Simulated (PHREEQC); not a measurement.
1 kg of water holding 0.34 mol/kgw KCl, 0.0077 mol/kgw K2CO3, 0.0083 mol/kgw KHCO3 and 0.0029 mol/kgw K2SO4 is evaporated at 25 °C; the solids stay in contact with the brine. The system is closed to CO2. Only these solids could form: Arcanite, Kalicinite, Misenite, Sylvite.

Model: Pitzer model, pitzer.dat, run in PHREEQC.

```
water left (kg)  ionic strength  water activity  Sylvite (mol)  Arcanite (mol)  Kalicinite (mol)  C in solution (mol/kgw)  S in solution (mol/kgw)    pH
---------------  --------------  --------------  -------------  --------------  ----------------  -----------------------  -----------------------  ----
1                         0.380           0.988              0               0                 0                   0.0160                  0.00290  9.76
0.5552                    0.685           0.979              0               0                 0                        ?                  0.00522  9.68
0.2533                     1.50           0.955              0               0                 0                        ?                   0.0114  9.54
0.1407                        ?               ?              0               0                 0                    0.114                   0.0206  9.45
0.06418                    5.21           0.838         0.0459               0                 0                    0.249                   0.0452  9.42
0.03564                       ?           0.835          0.182        0.000287                 0                    0.449                   0.0733  9.45
0.01979                    5.97           0.829          0.257         0.00156                 0                        ?                   0.0679  9.49
0.009031                   7.22           0.811          0.308         0.00240                 0                     1.77                   0.0553  9.60
0.005014                   9.12           0.782          0.326         0.00270          0.000494                     3.09                   0.0404  9.80
```

Q: Fill in the missing entries.

A: 
- 0.5552, C in solution (mol/kgw): 0.0288
- 0.2533, C in solution (mol/kgw): 0.0632
- 0.1407, ionic strength: 2.70
- 0.1407, water activity: 0.918
- 0.03564, ionic strength: 5.52
- 0.01979, C in solution (mol/kgw): 0.809
